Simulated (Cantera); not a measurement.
A perfectly stirred reactor is fed with 41.6 % H₂, 12.2 % O₂, 46.2 % N₂, equivalence ratio 1.7, at 0.700 bar; it is adiabatic with a 500 K inlet, and is followed from long to short residence time, starting on the burning branch (τ in s: 0.056, 0.027, 0.013, 0.006, 0.0029, 0.0014, 0.00064, 0.00031, 0.00014, 6.9e-05, 3.3e-05).

Model: GRI-Mech 3.0 (53 species, 325 reactions), integrated in Cantera.

Task: Predict: blow-out, bracketed by the residence times tried; x(H₂) at τ = 56.0 ms; x(O₂) at τ = 56.0 ms; x(NO) at τ = 56.0 ms; x(H) at τ = 56.0 ms; x(H₂) at τ = 1.40 ms; x(O₂) at τ = 1.40 ms; x(NO) at τ = 1.40 ms; x(H) at τ = 1.40 ms.

Result: 
```
Item                                                                               Value
------------------------------------------------  --------------------------------------
blow-out, bracketed by the residence times tried  burning at 33.0 µs, the shortest tried
x(H₂) at τ = 56.0 ms                                                               0.191
x(O₂) at τ = 56.0 ms                                                             5.90e-5
x(NO) at τ = 56.0 ms                                                             8.41e-5
x(H) at τ = 56.0 ms                                                              0.00867
x(H₂) at τ = 1.40 ms                                                               0.178
x(O₂) at τ = 1.40 ms                                                            0.000863
x(NO) at τ = 1.40 ms                                                             3.27e-5
x(H) at τ = 1.40 ms                                                               0.0377
```
